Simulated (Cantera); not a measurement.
Input: 1 mol PbO, 2.6 mol C, 0.48 mol N₂, held at 1098 K and 6.90 bar.

Cantera equilibrium calculation (NASA polynomials, part measured and part estimated; ideal gas, pure solids and liquids). Candidate condensed phases: C, Pb, PbO, PbO₂, Pb₃O₄; 27 gas species. Kinetics and transport are ignored.

Base state: CO 0.482, N₂ 0.372, CO₂ 0.146, Pb 1.69e-5 (mole fractions); condensed: C(graphite) + Pb(l).

Question: What changes in the equilibrium state with this change: 1.3 mol NH₃ added?

Answer: 
| species | before | after |
|---|---|---|
| H₂ | 0 | 0.401 |
| N₂ | 0.372 | 0.307 |
| CO | 0.482 | 0.183 |
| CO₂ | 0.146 | 0.0211 |
| H₂O | 0 | 0.0466 |
| CH₄ | 0 | 0.0406 |
| Pb | 1.69e-5 | 1.69e-5 |
| NH₃ | 0 | 0.000312 |
| C(graphite), mol | 1.79 | 1.70 |
| Pb(l), mol | 1.000 | 1.000 |
Further candidate phases: C₆H₆, C₇H₈, C₈H₁₈, H₂O.

Question: What changes in the equilibrium state with this change: pressure from 6.90 bar to 0.180 bar?

Answer: 
```tsv
species	before	after
CO	0.482	0.666
N₂	0.372	0.326
CO₂	0.146	0.00728
Pb	1.69e-5	0.000649
C(graphite), mol	1.79	1.61
Pb(l), mol	1.000	0.999
```

Question: What changes in the equilibrium state with this change: pressure from 6.90 bar to 10.0 Pa?

Answer: 
| species | before | after |
|---|---|---|
| Pb | 1.69e-5 | 0.403 |
| CO | 0.482 | 0.403 |
| N₂ | 0.372 | 0.194 |
| CO₂ | 0.146 | 1.48e-6 |
| C(graphite), mol | 1.79 | 1.60 |
| Pb(l), mol | 1.000 | 0 |
